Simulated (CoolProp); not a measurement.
A single-stage vapour-compression cycle with R407C: evaporating at 217.15 K (dew point), condensing at 255.15 K (bubble point), superheat 8 K, subcooling 0 K, compressor efficiency 0.65, no pressure losses. Each further row changes one setting.

Computed with CoolProp (reference Helmholtz-energy equation of state, Lemmon 2003). It is a pseudo-pure fit of the blend.

```
case                              cooling COP  pressure ratio  discharge temperature (K)  refrigerating effect (kJ/kg)  volumetric capacity (kJ/m³)
--------------------------------  -----------  --------------  -------------------------  ----------------------------  ---------------------------
as stated                                2.59            8.53                      330.6                           209                          347
evaporating temperature 222.15 K          [?]            6.37                      321.6                           [?]                          [?]
condensing temperature 250.15 K           [?]            7.03                        [?]                           216                          358
subcooling 5 K                           2.68            8.53                      330.6                           216                          358
superheat 18 K                            [?]            8.53                      342.5                           216                          [?]
compressor efficiency 0.55                [?]            8.53                      346.6                           209                          347
```

Problem. Complete the blanks.

Solution. 
- evaporating temperature 222.15 K, cooling COP: 3.06
- evaporating temperature 222.15 K, refrigerating effect (kJ/kg): 212
- evaporating temperature 222.15 K, volumetric capacity (kJ/m³): 463
- condensing temperature 250.15 K, cooling COP: 2.98
- condensing temperature 250.15 K, discharge temperature (K): 320.8
- superheat 18 K, cooling COP: 2.57
- superheat 18 K, volumetric capacity (kJ/m³): 343
- compressor efficiency 0.55, cooling COP: 2.20
